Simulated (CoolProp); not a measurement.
Vapour-liquid equilibrium of R22 (1) + C3F8 (R218) (2) at 288.4 K; x and y are mole fractions of (1).

Model: multi-fluid Helmholtz-energy mixture model, Kamei 1995 and Lemmon 2006; pair parameters Bell 2016, in CoolProp.

| x | bubble pressure, mixture model (bar) | bubble pressure, Raoult's law (bar) | y, mixture model | y, Raoult's law |
|---|---|---|---|---|
| 0.05 | 7.142 | 6.677 | 0.104 | 0.060 |
| 0.125 | 7.836 | 6.778 | 0.227 | 0.147 |
| 0.2 | 8.403 | 6.878 | 0.321 | 0.231 |
| 0.275 | 8.848 | 6.979 | (withheld) | 0.313 |
| 0.35 | 9.182 | 7.079 | 0.456 | 0.393 |
| 0.425 | 9.418 | 7.180 | 0.508 | 0.471 |
| 0.5 | (withheld) | 7.280 | 0.553 | 0.546 |
| 0.575 | 9.646 | 7.381 | 0.594 | 0.619 |
| 0.65 | 9.651 | 7.481 | 0.636 | 0.691 |
| 0.725 | 9.578 | 7.582 | 0.680 | 0.760 |
| 0.8 | 9.405 | 7.682 | (withheld) | 0.828 |
| 0.875 | 9.084 | 7.783 | 0.800 | 0.894 |
| 0.95 | 8.525 | 7.883 | 0.900 | 0.958 |

Fill in the missing entries.


- 0.275, y, mixture model: 0.395
- 0.5, bubble pressure, mixture model (bar): 9.569
- 0.8, y, mixture model: 0.732

The largest gap from Raoult's law is +31.4 % in bubble pressure, at x = 0.5. y crosses x between x = 0.575 and 0.65: the model has an azeotrope there.

The pair parameters rest on a limited set of measurements; away from them the model extrapolates.
